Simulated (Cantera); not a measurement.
Input: 1 mol PbS, 1.7 mol H2, 62 mol N2, held at 1150 K.

Equilibrium computed with Cantera from the NASA thermochemical tables; the gas is ideal and each condensed phase is pure. Candidate condensed phases: Pb, PbS, S; 18 gas species. Mutual solubility and eutectic melting of coexisting phases are not modelled. Gases not in the tables: S3 to S7. Kinetics and transport are ignored.

What share of the Pb ends up in condensed phases as a function of P (Pa), at 10, 52, 270, 1400, 7200, 37000, 190000, 1000000?


```json
[
 {"P (Pa)": "10", "Pb condensed (%)": "0.0", "as": "-"},
 {"P (Pa)": "52", "Pb condensed (%)": "0.0", "as": "-"},
 {"P (Pa)": "270", "Pb condensed (%)": "0.0", "as": "-"},
 {"P (Pa)": "1400", "Pb condensed (%)": "0.0", "as": "-"},
 {"P (Pa)": "7200", "Pb condensed (%)": "0.0", "as": "-"},
 {"P (Pa)": "37000", "Pb condensed (%)": "48.8", "as": "Pb(l) + PbS(s)"},
 {"P (Pa)": "190000", "Pb condensed (%)": "90.1", "as": "Pb(l) + PbS(s)"},
 {"P (Pa)": "1000000", "Pb condensed (%)": "98.1", "as": "Pb(l) + PbS(s)"}
]
```
